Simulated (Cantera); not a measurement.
A perfectly stirred reactor is fed with 9.72 % CH4, 1.94 % H2, 18.6 % O2, 69.8 % N2, at 4.93 atm; it is adiabatic with a 675 K inlet, and is followed from long to short residence time, starting on the burning branch (τ in s: 0.033, 0.013, 0.0052, 0.0021, 0.00081, 0.00032, 0.00013, 5.1e-05, 2e-05).

Computed with Cantera and GRI-Mech 3.0 (53 species, 325 reactions).

**Question.** Predict: blow-out, bracketed by the residence times tried; x(CH4) at τ = 33.0 ms; x(H2) at τ = 33.0 ms; x(O2) at τ = 33.0 ms; x(H) at τ = 33.0 ms; x(C2H2) at τ = 33.0 ms; x(CH4) at τ = 0.810 ms; x(H2) at τ = 0.810 ms; x(O2) at τ = 0.810 ms; x(H) at τ = 0.810 ms; x(C2H2) at τ = 0.810 ms.

**Answer.** 
| Item | Result |
|---|---|
| blow-out, bracketed by the residence times tried | burning at 20.0 µs, the shortest tried |
| x(CH4) at τ = 33.0 ms | 2.50e-6 |
| x(H2) at τ = 33.0 ms | 0.0134 |
| x(O2) at τ = 33.0 ms | 0.00129 |
| x(H) at τ = 33.0 ms | 0.00120 |
| x(C2H2) at τ = 33.0 ms | 1.07e-9 |
| x(CH4) at τ = 0.810 ms | 4.68e-5 |
| x(H2) at τ = 0.810 ms | 0.0154 |
| x(O2) at τ = 0.810 ms | 0.00399 |
| x(H) at τ = 0.810 ms | 0.00243 |
| x(C2H2) at τ = 0.810 ms | 1.55e-7 |
